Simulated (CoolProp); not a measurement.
Properties of vinyl chloride along the isotherm 330.2 K (Tc = 425.0 K, pc = 5.600 MPa, ω = 0.160).

Computed with CoolProp (reference Helmholtz-energy equation of state, Thol 2022).

```csv
p (MPa),phase,cp (kJ/(kg K)),Joule-Thomson coefficient (K/MPa),isothermal compressibility (1/MPa)
1.75,liquid,1.612,-0.1142,0.003926
3.5,liquid,1.594,-0.1428,0.003661
5.25,liquid,1.579,-0.1678,0.003434
7,liquid,1.566,-0.1899,0.003237
8.75,liquid,1.554,-0.2096,0.003064
10.5,liquid,1.543,-0.2272,0.002911
12.3,liquid,1.534,-0.2436,0.002771
14,liquid,1.526,-0.2576,0.002652
```
